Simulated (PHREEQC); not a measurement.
Solution (25 °C): 0.2 mmol/kgw Na2CO3, 0.035 mmol/kgw NaCl and 0.025 mmol/kgw AgNO3. Closed to the air; pH follows from the charge balance.

The numbers come from PHREEQC with the ion-association model, wateq4f.dat.

pH: 10.08
ionic strength: 0.000533 mol/kgw
total alkalinity: 0.400 meq/kg

```tsv
species	molality	activity	log γ
Na+	0.000434	0.000423	-0.011
HCO3-	0.000124	0.000121	-0.011
OH-	0.000124	0.000120	-0.011
CO3-2	7.55e-5	6.81e-5	-0.045
Cl-	3.36e-5	3.27e-5	-0.011
NO3-	2.50e-5	2.43e-5	-0.012
Ag+	2.33e-5	2.27e-5	-0.011
AgCl	1.39e-6	1.39e-6	0.000
NaCO3-	5.51e-7	5.36e-7	-0.011
AgOH	2.73e-7	2.73e-7	0.000
NaHCO3	2.87e-8	2.87e-8	0.000
CO2	2.26e-8	2.26e-8	0.000
AgCl2-	4.65e-9	4.53e-9	-0.011
Ag(OH)2-	3.38e-9	3.29e-9	-0.011
```

Precipitation was switched off in this run. Saturation is exceeded, for instance for Cerargyrite; the values hold only as long as no solid forms.
